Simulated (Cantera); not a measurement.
## Thermodynamics of abatement and gas-phase synthesis, feed SO₂ + O₂

Input: 1 mol SO₂, 0.19 mol O₂, at 8.10 bar.

Method: chemical equilibrium by Gibbs-energy minimisation in Cantera with the NASA 1993 tables (ideal gas, pure condensed phases). Candidate condensed phases: S; 10 gas species. The numbers say what is thermodynamically allowed, not how fast it happens.

| T (°C) | log p SO₂ | log p O₂ | log p SO | log p SO₃ | log p O | log p S | log p S₂O |
|---|---|---|---|---|---|---|---|
| 1352 | 0.83 | 0.09 | -4.86 | -0.81 | -4.67 | -10.88 | <-11 |
| 1452 | 0.83 | 0.10 | -4.30 | -0.98 | -4.19 | -9.81 | -10.51 |
| 1552 | 0.83 | 0.10 | -3.80 | -1.13 | -3.76 | -8.85 | -9.62 |
| 1652 | 0.83 | 0.10 | -3.36 | -1.27 | -3.38 | -7.99 | -8.83 |
| 1752 | 0.83 | 0.11 | -2.95 | -1.40 | -3.04 | -7.22 | -8.11 |
| 1852 | 0.83 | 0.11 | -2.59 | -1.51 | -2.73 | -6.52 | -7.46 |
| 1952 | 0.83 | 0.11 | -2.26 | -1.61 | -2.45 | -5.88 | -6.87 |
| 2052 | 0.83 | 0.11 | -1.95 | -1.70 | -2.19 | -5.30 | -6.33 |
| 2152 | 0.83 | 0.11 | -1.67 | -1.79 | -1.95 | -4.76 | -5.84 |
| 2252 | 0.83 | 0.11 | -1.42 | -1.87 | -1.73 | -4.27 | -5.39 |
| 2352 | 0.83 | 0.11 | -1.19 | -1.94 | -1.53 | -3.82 | -4.97 |
| 2452 | 0.82 | 0.12 | -0.97 | -2.01 | -1.34 | -3.40 | -4.59 |
| 2552 | 0.82 | 0.12 | -0.78 | -2.08 | -1.16 | -3.02 | -4.25 |
| 2652 | 0.81 | 0.13 | -0.60 | -2.14 | -1.00 | -2.67 | -3.94 |
log p: log10 of the partial pressure in bar; nothing condenses.

From 1352 °C to 2652 °C nothing is condensed.
